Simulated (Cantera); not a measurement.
Input: 1 mol Fe(CO)5, 1.9 mol H2, at 15.0 Pa.

Method: chemical equilibrium by Gibbs-energy minimisation in Cantera with the NASA 1993 tables (ideal gas, pure condensed phases). Candidate condensed phases: C, C6H6, C7H8, C8H18, Fe, Fe(CO)5, FeO, Fe(OH)2, Fe(OH)3, Fe2O3, Fe3O4, H2O; 114 gas species. Equilibrium is a limit: real reactors are often held back by kinetics, nucleation or transport.

Question: At 1225 K, list the 3 most abundant gas species with their mole fractions, and the condensed phases.

Answer: CO 0.725, H2 0.275, H 1.34e-5. Condensed: Fe(γ).
